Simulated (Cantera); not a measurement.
Charge: 1 mol SiCl4, 0.59 mol HCl, 28 mol N2, held at 0.133 bar.

Cantera equilibrium calculation (NASA polynomials, part measured and part estimated; ideal gas, pure solids and liquids). Candidate condensed phases: NH4Cl, Si, Si3N4; 28 gas species. Equilibrium is a limit: real reactors are often held back by kinetics, nucleation or transport.

Problem. At 1173 K, list the 3 most abundant gas species with their mole fractions, and the condensed phases.

Solution. N2 0.946, SiCl4 0.0338, HCl 0.0199. Condensed: gas only.
